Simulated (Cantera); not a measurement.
A Cantera script and its output.

```python
import numpy as np
import cantera as ct

gas = ct.Solution("h2o2.yaml")
gas.TPX = 998, 100000, {'H2': 1.2, 'O2': 1, 'N2': 8.1}
reactor = ct.IdealGasConstPressureReactor(gas, energy="off", clone=False)
net = ct.ReactorNet([reactor])
net.rtol, net.atol = 1e-08, 1e-18
show = ['H2', 'O2', 'H2O', 'OH', 'O', 'H2O2', 'H']
times = np.geomspace(0.0009, 6, 10)

steps = ct.SolutionArray(gas, extra=["t"])
rows = []
print(f"{'t/s':>10s}{'T/K':>9s}{'P/Pa':>11s}" + "".join(f"{s:>11s}" for s in show))
for t in times:
    while net.time < t:
        t_next = net.step()
        steps.append(gas.state, t=t_next)
    rows.append([np.interp(t, steps.t, y) for y in (steps.T, steps.P, *steps(*show).X.T)])
    print(f"{t:10.3e}{rows[-1][0]:9.1f}{rows[-1][1]:11.4g}" + "".join(f"{x:11.3e}" for x in rows[-1][2:]))
rate = np.gradient(steps.T, steps.t)
print("integrator steps:", len(steps.t))
if steps.T.max() > steps.T[0] + 200:
    print(f"time of steepest temperature rise: {steps.t[rate.argmax()]:.4e} s")
gas.TPX = 998, 100000, {'H2': 1.2, 'O2': 1, 'N2': 8.1}
gas.equilibrate("TP")
print(f"equilibrium (TP): T = {gas.T:.1f} K  " + "  ".join(f"{s} {gas[s].X[0]:.3e}" for s in show))
```

Output:

```
       t/s      T/K       P/Pa         H2         O2        H2O         OH          O       H2O2          H
 9.000e-04    998.0      1e+05  2.094e-02  5.121e-02  1.013e-01  6.666e-05  6.582e-05  6.335e-06  1.519e-04
 2.394e-03    998.0      1e+05  1.660e-02  4.915e-02  1.060e-01  5.321e-07  6.006e-07  4.048e-05  1.096e-06
 6.368e-03    998.0      1e+05  1.596e-02  4.883e-02  1.067e-01  7.506e-07  8.048e-07  6.858e-05  1.464e-06
 1.694e-02    998.0      1e+05  1.362e-02  4.769e-02  1.091e-01  1.011e-06  9.875e-07  9.007e-05  1.657e-06
 4.506e-02    998.0      1e+05  8.852e-03  4.542e-02  1.142e-01  9.020e-07  7.977e-07  7.204e-05  1.019e-06
 1.198e-01    998.0      1e+05  3.490e-03  4.288e-02  1.200e-01  6.891e-07  4.723e-07  3.345e-05  3.406e-07
 3.188e-01    998.0      1e+05  7.101e-04  4.157e-02  1.229e-01  3.755e-07  1.252e-07  5.258e-06  4.151e-08
 8.480e-01    998.0      1e+05  1.231e-04  4.129e-02  1.236e-01  1.305e-07  1.219e-08  3.473e-07  2.621e-09
 2.256e+00    998.0      1e+05  2.643e-05  4.125e-02  1.237e-01  4.580e-08  1.109e-09  2.472e-08  2.113e-10
 6.000e+00    998.0      1e+05  5.206e-06  4.124e-02  1.237e-01  2.126e-08  1.213e-10  1.825e-09  2.221e-11
integrator steps: 2004
equilibrium (TP): T = 998.0 K  H2 5.048e-11  O2 4.124e-02  H2O 1.237e-01  OH 8.211e-08  O 3.024e-11  H2O2 6.895e-11  H 1.538e-14
```

Model: the H2/O2 subset of GRI-Mech 3.0, which has no nitrogen chemistry, integrated in Cantera. The temperature is held fixed by assumption; the heat of reaction is taken as removed at once.
